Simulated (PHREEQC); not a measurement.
Solution (20 °C): 96 mmol/kgw Na2HAsO4, 0.11 mmol/kgw H3PO4 and 14 mmol/kgw NaCl. Closed to the air; pH follows from the charge balance.

The numbers come from PHREEQC with the ion-association model, wateq4f.dat.

```tsv
quantity	before	after
pH	8.83	10.23
ionic strength (mol/kgw)	0.302	0.369
H2AsO4- (mol/kgw)	0.000817	2.84e-5
AsO4-3 (mol/kgw)	0.000591	0.0131
HPO4-2 (mol/kgw)	9.86e-5	0.0123
NaHPO4- (mol/kgw)	1.03e-5	0.00136
```

Problem. Name the change that produced these shifts.
(A) temperature from 20 to 65 °C
(B) NaCl replaced by Na3PO4 at the same molality
(C) H3PO4 from 0.00011 to 2.2e-05 mol/kgw
(D) diluted 100-fold with water

Solution. B, NaCl replaced by Na3PO4 at the same molality

No solid was allowed to form. H3PO4, which wateq4f.dat lacks, is added to it with the constant of phreeqc.dat.
